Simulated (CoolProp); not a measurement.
Vapour-liquid equilibrium of ethanol (1) + p-xylene (2) at 389.6 K; x and y are mole fractions of (1).

Values from CoolProp's multi-fluid Helmholtz-energy mixture model, Schroeder 2014 and Zhou 2012; pair parameters Bell 2016.

```
x     bubble pressure, mixture model (bar)  bubble pressure, Raoult's law (bar)  y, mixture model  y, Raoult's law
----  ------------------------------------  -----------------------------------  ----------------  ---------------
0.05                                 1.303                               0.7076             0.589            0.271
0.2                                  2.409                                1.201             0.789            0.638
0.35                                 2.772                                1.694             0.826            0.792
0.5                                  2.963                                2.188             0.846            0.876
0.65                                 3.165                                2.681             0.872            0.929
0.8                                  3.422                                3.175             0.914            0.966
0.95                                 3.726                                3.668             0.976            0.993
```

The largest gap from Raoult's law is +100.6 % in bubble pressure, at x = 0.2. No azeotrope shows between x = 0.05 and 0.95.

The pair parameters rest on a limited set of measurements; away from them the model extrapolates. With so large a gap from Raoult's law the liquid may split in two, which this calculation doesn't test in full.
